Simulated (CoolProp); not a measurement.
Properties of ammonia along the isobar 3.3 MPa (Tc = 132.4 °C, pc = 11.36 MPa, ω = 0.256).

The numbers come from the reference Helmholtz-energy equation of state, Gao 2020 in CoolProp.

```
T (°C)   phase  density (kg/m³)  cp (kJ/(kg K))  isothermal compressibility (1/MPa)  expansivity (1/kK)  conductivity (mW/(m K))  Prandtl number
------  ------  ---------------  --------------  ----------------------------------  ------------------  -----------------------  --------------
-20.85  liquid            667.8           4.499                           0.0008356               1.887                      629            1.57
-9.35   liquid            653.1           4.545                           0.0009573               2.000                      593            1.47
2.15    liquid            637.7           4.600                            0.001108               2.133                      557            1.39
13.65   liquid            621.7           4.667                            0.001298               2.292                      523            1.34
25.15   liquid            604.9           4.752                            0.001544               2.485                      ___            1.30
36.65   liquid            587.1           4.862                                 ___               2.728                      457            1.27
48.15   liquid            568.0           5.008                            0.002325               3.045                      425            1.26
59.65   liquid            547.1           5.210                            0.002991               3.481                      392            1.27
71.15      gas            26.01           4.587                              0.4363               8.130                     34.9             ___
82.65      gas            23.94           3.901                              0.4014               6.435                     35.9            1.31
94.15      gas            22.38           3.505                                 ___               5.427                     37.1            1.18
105.65     gas            21.11           3.253                              0.3663               4.752                     38.5            1.10
```

**Question.** Complete the blanks.

**Answer.** 
- 25.15, conductivity (mW/(m K)): 490
- 36.65, isothermal compressibility (1/MPa): 0.001872
- 71.15, Prandtl number: 1.52
- 94.15, isothermal compressibility (1/MPa): 0.3804

Viscosity comes from a separate model (Fenghour 1995). Thermal conductivity comes from a separate model (Tufeu 1984).
